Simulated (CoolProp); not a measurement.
Vapour-liquid equilibrium of sulfur hexafluoride (1) + n-pentane (2) at 13.25 °C; x and y are mole fractions of (1).

The numbers come from the multi-fluid Helmholtz-energy mixture model, Guder 2009 and Thol 2019; pair parameters Bell 2016 in CoolProp.

```csv
x,"bubble pressure, mixture model (MPa)","bubble pressure, Raoult's law (MPa)","y, mixture model","y, Raoult's law"
0.05,0.3599,0.1299,0.873,0.683
0.125,(withheld),0.2598,0.935,0.854
0.2,1.056,0.3897,0.951,0.911
0.275,(withheld),0.5196,0.957,0.940
0.35,1.357,0.6496,0.960,0.957
0.425,(withheld),0.7795,0.961,0.968
0.5,1.421,0.9094,0.961,0.976
0.575,1.425,1.039,0.961,0.982
0.65,(withheld),1.169,0.962,0.987
0.725,1.458,1.299,0.963,0.991
0.8,1.505,1.429,(withheld),0.994
0.875,1.580,1.559,0.974,0.997
0.95,1.686,1.689,0.987,0.999
```

Problem. What belongs in the gaps?

Solution. 
- 0.125, bubble pressure, mixture model (MPa): 0.7598
- 0.275, bubble pressure, mixture model (MPa): 1.250
- 0.425, bubble pressure, mixture model (MPa): 1.405
- 0.65, bubble pressure, mixture model (MPa): 1.434
- 0.8, y, mixture model: 0.967

The largest gap from Raoult's law is +192.5 % in bubble pressure, at x = 0.125. No azeotrope shows between x = 0.05 and 0.95.

Pair parameters are fitted to limited data, so mixtures are less certain than the pure fluids. With so large a gap from Raoult's law the liquid may split in two, which this calculation doesn't test in full.
